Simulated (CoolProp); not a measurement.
Computed with CoolProp (reference Helmholtz-energy equation of state, de Vries 1995).

Give the vapour pressure (MPa), liquid density (kg/m³), vapour density (kg/m³), surface tension (mN/m) of saturated R124 at 313.7 K.


```csv
T (K),p (MPa),liquid density (kg/m³),vapour density (kg/m³),surface tension (mN/m)
313.7,0.603,1300,37.0,7.84
```

Surface tension comes from a separate correlation (Mulero 2012).
